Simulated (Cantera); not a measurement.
Feed: 1 mol Ti, 0.28 mol C₃H₈, 200 mol H₂, 0.23 mol CH₄, at 5000 Pa.

Cantera equilibrium calculation (NASA polynomials, part measured and part estimated; ideal gas, pure solids and liquids). Candidate condensed phases: C, C₆H₆, C₇H₈, C₈H₁₈, Ti, TiC; 77 gas species. TiC: taken at fixed stoichiometry. The numbers say what is thermodynamically allowed, not how fast it happens. All values below are at 1523 K.

Base state: H₂ 1.000, CH₄ 0.000115, H 0.000103, C₂H₂ (acetylene) 1.18e-5 (mole fractions); condensed: C(graphite) + TiC(s).

Q: What changes in the equilibrium state with this change: Ti replaced by TiCl₄?

A: 
```csv
species,before,after
H₂,1.000,0.980
HCl,0,0.0196
CH₄,0.000115,0.000111
C₂H₂ (acetylene),1.18e-5,1.16e-5
H,0.000103,0.000102
"C(graphite), mol",0.0419,0.0428
"TiC(s), mol",1.00,1.000
```
Further candidate phases: TiCl₂, TiCl₃, TiCl₄.
